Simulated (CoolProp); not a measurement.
Properties of methanol along the isobar 3.01 MPa.

Values from CoolProp's reference Helmholtz-energy equation of state, de Reuck 1993.

| T (K) | phase | Z | viscosity (µPa s) | Prandtl number | fugacity coefficient |
|---|---|---|---|---|---|
| 443.7 | liquid | 0.04249 | [?] | [?] | 0.6097 |
| 474.5 | gas | 0.7683 | [?] | 1.53 | 0.8259 |
| 489.9 | gas | 0.8155 | 15.5 | 1.20 | 0.8525 |
| 505.4 | gas | 0.8477 | 16.1 | 1.05 | 0.8731 |
| 520.8 | gas | 0.8710 | [?] | 0.976 | 0.8893 |
| 536.2 | gas | 0.8888 | 17.3 | 0.926 | 0.9023 |
| 551.6 | gas | 0.9026 | 17.9 | 0.892 | 0.9128 |
| 567 | gas | 0.9134 | 18.5 | [?] | 0.9213 |
| 582.4 | gas | 0.9221 | 19.1 | 0.848 | [?] |
| 597.8 | gas | [?] | 19.6 | 0.832 | 0.9338 |
| 613.2 | gas | 0.9345 | 20.2 | 0.820 | 0.9383 |

**Question.** Fill in the missing entries.

**Answer.** 
- 443.7, viscosity (µPa s): 114
- 443.7, Prandtl number: 2.78
- 474.5, viscosity (µPa s): 14.9
- 520.8, viscosity (µPa s): 16.8
- 567, Prandtl number: 0.867
- 582.4, fugacity coefficient: 0.9282
- 597.8, Z: 0.9290

Viscosity comes from a separate model (Xiang 2006). Thermal conductivity comes from a separate model (Sykioti 2013).
